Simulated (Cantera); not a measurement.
What does this Cantera script print?

```python
import numpy as np
import cantera as ct

surf = ct.Interface("ptcombust.yaml", "Pt_surf")
gas = surf.adjacent["gas"]
gas.TPX = 725, 101325, {'CO': 0.012, 'O2': 0.064, 'N2': 0.79}
surf.TP = 725, 101325
reactor = ct.FlowReactor(gas, clone=False)
reactor.area = 0.0001  # m2
reactor.surface_area_to_volume_ratio = 350  # 1/m
reactor.mass_flow_rate = 0.17 * reactor.area * gas.density  # inlet velocity 0.17 m/s
reactor.energy_enabled = False
wall = ct.ReactorSurface(surf, reactor, clone=False)
net = ct.ReactorNet([reactor])
net.rtol, net.atol = 1e-8, 1e-16
show, cover = ['CO', 'O2', 'H2O', 'CO2'], ['PT(S)', 'H(S)', 'O(S)', 'OH(S)', 'CO(S)', 'C(S)']

rows = []
print(f"{'z/m':>9s}{'u/(m/s)':>9s}" + "".join(f"{s:>13s}" for s in show + cover))
for z in [0.00031, 0.00054, 0.00097, 0.0017, 0.0031, 0.0054, 0.0097, 0.017, 0.031]:
    net.advance(z)
    rows.append([reactor.speed, *gas[show].X, *surf[cover].coverages])
    print(f"{z:9.4g}{rows[-1][0]:9.3g}" + "".join(f"{x:13.4e}" for x in rows[-1][1:]))
```

It prints:

```
      z/m  u/(m/s)           CO           O2          H2O          CO2        PT(S)         H(S)         O(S)        OH(S)        CO(S)         C(S)
  0.00031     0.17   9.3116e-03   7.1784e-02  -7.8291e-28   4.5769e-03   8.7462e-02   2.9780e-21   2.5023e-02  -7.4167e-18   8.8751e-01   1.5540e-12
  0.00054    0.169   3.5417e-03   6.9093e-02  -1.1037e-28   1.0387e-02   3.6791e-02   3.6967e-23   9.5970e-01  -2.1220e-18   3.5084e-03   6.7374e-17
  0.00097    0.169   2.8199e-03   6.8757e-02   4.0907e-29   1.1114e-02   2.4832e-02   1.1446e-24   9.7391e-01   1.5753e-18   1.2545e-03   1.6023e-17
   0.0017    0.169   2.2291e-03   6.8481e-02   9.0410e-30   1.1709e-02   2.0805e-02  -1.0277e-25   9.7850e-01   1.6666e-19   6.9295e-04   7.3803e-18
   0.0031    0.169   1.5989e-03   6.8187e-02   2.6360e-29   1.2343e-02   1.8170e-02   6.8315e-25   9.8145e-01   3.0948e-19   3.7804e-04   3.5060e-18
   0.0054    0.169   1.0337e-03   6.7924e-02   3.1207e-29   1.2913e-02   1.6520e-02   4.4165e-25   9.8328e-01   1.0291e-18   2.0168e-04   1.6974e-18
   0.0097    0.169   5.1848e-04   6.7684e-02   3.1994e-28   1.3431e-02   1.5361e-02   1.1668e-22   9.8455e-01  -7.0517e-17   8.7343e-05   6.8262e-19
    0.017    0.169   1.8184e-04   6.7527e-02  -8.1510e-30   1.3770e-02   1.4727e-02   5.5674e-25   9.8525e-01   1.2107e-18   2.8136e-05   2.1067e-19
    0.031    0.169   2.7277e-05   6.7455e-02   3.0046e-31   1.3926e-02   1.4461e-02  -6.7312e-24   9.8553e-01  -6.4478e-19   4.0688e-06   2.9908e-20
```

Detailed kinetics in Cantera: Deutschmann's 1995 Pt surface mechanism with GRI-Mech 3.0 gas chemistry. Catalytic surfaces can have several steady states; this one follows from the mechanism file's or the stated starting coverage. Mass transfer to the wall is taken as infinitely fast.
